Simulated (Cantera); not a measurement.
A Cantera script and its output.

```python
import numpy as np
import cantera as ct

gas = ct.Solution("gri30.yaml")
gas.TPX = 500, 101325, {'H2': 1, 'O2': 0.746, 'N2': 2.81}
inlet = ct.Reservoir(gas, clone=True)
gas.equilibrate("HP")  # start burning
reactor = ct.IdealGasConstPressureReactor(gas, energy="on", clone=False)
exhaust = ct.Reservoir(gas, clone=True)
tau = [0.31, 0.12, 0.051, 0.021, 0.0084, 0.0034, 0.0014, 0.00057, 0.00023, 9.5e-05, 3.9e-05, 1.6e-05, 6.4e-06][0]
for a, b in ((inlet, reactor), (reactor, exhaust)):
    ct.MassFlowController(a, b, mdot=lambda t: reactor.mass / tau)
net = ct.ReactorNet([reactor])
show = ['H2', 'O2', 'H', 'NO2', 'NO']

rows = []
print(f"{'tau/s':>10s}{'T/K':>9s}" + "".join(f"{s:>11s}" for s in show))
for tau in [0.31, 0.12, 0.051, 0.021, 0.0084, 0.0034, 0.0014, 0.00057, 0.00023, 9.5e-05, 3.9e-05, 1.6e-05, 6.4e-06]:
    net.initial_time = 0.0
    net.advance(30 * tau)
    before = gas.X
    net.advance(40 * tau)
    drift = np.max(np.abs(gas.X - before) / (gas.X + 1e-9))
    rows.append([gas.T, *gas[show].X, drift])
    print(f"{tau:10.3e}{gas.T:9.1f}" + "".join(f"{x:11.3e}" for x in gas[show].X))
```

Output:

```
     tau/s      T/K         H2         O2          H        NO2         NO
 3.100e-01   2116.2  7.251e-04  5.889e-02  1.004e-04  1.235e-06  1.624e-03
 1.200e-01   2116.0  8.166e-04  5.925e-02  1.191e-04  6.108e-07  8.082e-04
 5.100e-02   2113.1  1.001e-03  5.937e-02  1.600e-04  3.191e-07  4.304e-04
 2.100e-02   2105.4  1.413e-03  5.936e-02  2.661e-04  1.708e-07  2.442e-04
 8.400e-03   2089.3  2.276e-03  5.927e-02  5.472e-04  9.073e-08  1.484e-04
 3.400e-03   2060.8  3.835e-03  5.924e-02  1.228e-03  4.582e-08  9.233e-05
 1.400e-03   2014.6  6.330e-03  5.948e-02  2.730e-03  2.277e-08  5.819e-05
 5.700e-04   1942.0  9.997e-03  6.027e-02  5.827e-03  1.269e-08  4.061e-05
 2.300e-04   1836.6  1.475e-02  6.198e-02  1.148e-02  8.743e-09  3.340e-05
 9.500e-05   1702.5  2.034e-02  6.503e-02  1.992e-02  6.350e-09  2.715e-05
 3.900e-05   1538.1  2.912e-02  7.107e-02  3.032e-02  3.713e-09  1.698e-05
 1.600e-05   1299.0  6.470e-02  9.170e-02  3.315e-02  9.009e-10  4.167e-06
 6.400e-06    500.0  2.195e-01  1.637e-01  2.686e-23  1.364e-22  8.841e-22
```

Model: GRI-Mech 3.0 (53 species, 325 reactions), integrated in Cantera.
